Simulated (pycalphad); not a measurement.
Source of the numbers: pycalphad with the COST 507 light-alloy database (1999); pressure 1 atm. The database dates from 1999; later assessments differ in places, in temperatures and in the compounds included. Amounts are mole fractions of atoms.

### Question
Give the equilibrium state of Si-0.41Zr (at.%) at 1327 °C.

### Answer
```
T = 1600.00 K, P = 101325 Pa, N = 1 mol of atoms
G = -63712 J/mol, H = 32822 J/mol, S = 60.33 J/(mol K)  (SER reference)
chemical potentials (J/mol): Si -62900, Zr -260869
phase             fraction      x(Si)      x(Zr)
DIAMOND_A4          0.9877     1.0000       none
SI2ZR               0.0123     0.6667     0.3333
```

Database names, with the compositions (at.%) that they take in these runs: SI2ZR: Si 67 Zr 33. DIAMOND_A4 is diamond (Si). An entry "none" or "no" means that the model of the phase leaves that element out.
